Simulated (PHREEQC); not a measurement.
PHREEQC input (ion-association model, wateq4f.dat):

```
SOLUTION_MASTER_SPECIES
  An  An-  0  An  62.0  # stands for a non-complexing anion
SOLUTION_SPECIES
  An- = An-
    -log_k 0
    -gamma 3.0 0
PHASES
  Fix_H+
    H+ = H+
    -log_k 0
SOLUTION 1
  temp 25
  units mmol/kgw
  pH 7 charge
  Cl 0.094
  Ca 0.037
  Cu(2) 0.01
  Na 50
  An 50
END
SELECTED_OUTPUT 1
  -reset false
  -pH true
  -pe true
  -ionic_strength true
  -water true
  -totals Ca Cl Cu Na Cu(1) Cu(2)
  -molalities Hfo_wOH Hfo_wOH2+ Hfo_wO- Hfo_sOH Hfo_sOH2+ Hfo_sO- Hfo_sOCu+ Hfo_wOCu+ Hfo_sOHCa+2 Hfo_wOCa+
  -saturation_indices Portlandite Cu(OH)2 Atacamite Halite
USER_PUNCH 1
  -headings sigma psi
  10 PUNCH EDL("sigma", "Hfo"), EDL("psi", "Hfo")
PRINT
  -reset false
USE solution 1
SURFACE 1
  Hfo_wOH 0.00170787 600 0.76
  Hfo_sOH 4.26966e-05
EQUILIBRIUM_PHASES 1
  Fix_H+ -3 HAn 10
    -force_equality true
  O2(g) -0.68 10
END
# ... the last block is repeated for the other 12 points of pH, with NaOH or the acid as the point needs
```

Selected output (columns that matter, 13 of 13 rows; pH added in front):

```
pH	mu	Ca	Cl	Cu	Na	m_Hfo_wOH	m_Hfo_wOH2+	m_Hfo_wO-	si_Portlandite	si_Cu(OH)2	si_Atacamite	si_Halite	sigma	psi
3	0.052159	3.7e-05	9.4e-05	9.9906e-06	0.05	6.0284e-05	0.0016475	5.0532e-08	-21.564	-7.9633	-13.104	-7.0871	0.35734	0.16879
3.67	0.051156	3.7e-05	9.4e-05	9.8161e-06	0.05	0.00021396	0.0014932	7.0238e-07	-20.221	-6.6288	-11.104	-7.0858	0.32373	0.16423
4.33	0.0508	3.7e-05	9.4e-05	7.6715e-06	0.05	0.00050551	0.0011971	4.8903e-06	-18.901	-5.4151	-9.3369	-7.0853	0.25879	0.15295
5	0.050557	3.6999e-05	9.4e-05	1.8912e-06	0.05	0.00083624	0.00085123	1.882e-05	-17.56	-4.683	-8.5424	-7.085	0.18159	0.13501
5.67	0.050387	3.6994e-05	9.4e-05	1.6119e-07	0.05	0.0010859	0.00057278	4.7166e-05	-16.22	-4.4138	-8.674	-7.0848	0.11558	0.11227
6.33	0.050272	3.6948e-05	9.4e-05	1.2085e-08	0.05	0.0012261	0.00039194	8.7862e-05	-14.9	-4.241	-8.9882	-7.0846	0.067788	0.086089
7	0.050191	3.6435e-05	9.4e-05	1.496e-09	0.05	0.0012881	0.00028375	0.00013395	-13.566	-4.0956	-9.3674	-7.0845	0.034681	0.056021
7.67	0.050124	3.1424e-05	9.4e-05	1.1097e-09	0.05	0.0013075	0.00021764	0.00017995	-12.29	-3.9346	-9.7153	-7.0844	0.012484	0.023585
8.33	0.050122	1.5177e-05	9.4e-05	1.9982e-09	0.050087	0.0013008	0.00016514	0.00023474	-11.286	-3.6565	-9.8192	-7.0837	-0.004363	-0.0084965
9	0.050164	2.4206e-06	9.4e-05	3.382e-09	0.050212	0.0012699	0.0001228	0.00030086	-10.743	-3.4261	-10.028	-7.0827	-0.023358	-0.041138
9.67	0.050272	2.0397e-07	9.3999e-05	4.7398e-09	0.050391	0.0012115	8.5353e-05	0.00039395	-10.478	-3.2794	-10.405	-7.0812	-0.050869	-0.072637
10.33	0.050574	2.0017e-08	9.3999e-05	7.4017e-09	0.05079	0.001092	4.9964e-05	0.0005467	-10.168	-3.0863	-10.679	-7.0782	-0.091577	-0.10059
11	0.051684	2.5915e-09	9.3999e-05	1.4813e-08	0.05204	0.00087268	2.2066e-05	0.00079065	-9.7212	-2.7875	-10.752	-7.0691	-0.15069	-0.12499
```

Complexes and solids missing from the database can't appear. The database's constant for dissolved Cu(OH)2 is higher than later reviews accept. The oxide is taken as insoluble; below pH 4 it would dissolve.
